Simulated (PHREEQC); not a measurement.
Make-up at 50 °C: 0.18 mol HF, 0.052 mol NaF and 0.0073 mol HCl per kg of water. Closed to the air; pH follows from the charge balance.

All values are PHREEQC results (ion-association model, phreeqc.dat), not measurements.

Each row changes one thing in this solution. This is a speciation only: nothing precipitates in the calculation.

| case | pH | ionic strength (mol/kgw) | HF (mol/kgw) | F- (mol/kgw) | HF2- (mol/kgw) | NaF (mol/kgw) | SI of Halite (NaCl) |
|---|---|---|---|---|---|---|---|
| as made | 2.51 | 0.0551 | 0.164 | 0.0280 | 0.0199 | 0.000529 | -5.20 |
| HF left out | 4.13 | 0.0513 | 0.00608 | 0.0428 | 0.00113 | 0.000816 | -5.20 |
| HF from 0.18 to 0.198 mol/kgw | 2.46 | 0.0556 | 0.180 | 0.0272 | 0.0212 | 0.000513 | -5.20 |
| HCl from 0.0073 to 0.073 mol/kgw | 1.60 | 0.0823 | 0.218 | 0.00479 | 0.00453 | 8.49e-5 | -4.23 |
| 0.015 mol/kgw KCl added | 2.50 | 0.0703 | 0.164 | 0.0281 | 0.0199 | 0.000509 | -4.73 |
| HCl replaced by CdCl2 at the same molality | 2.58 | 0.0705 | 0.155 | 0.0322 | 0.0216 | 0.000582 | -4.99 |
| NaF replaced by NaH2PO4 at the same molality | 2.25 | 0.0583 | 0.148 | 0.0141 | 0.00903 | 0.000266 | -5.20 |

At this temperature some constants are extrapolated from 25 °C, and those without enthalpy data are left unchanged.
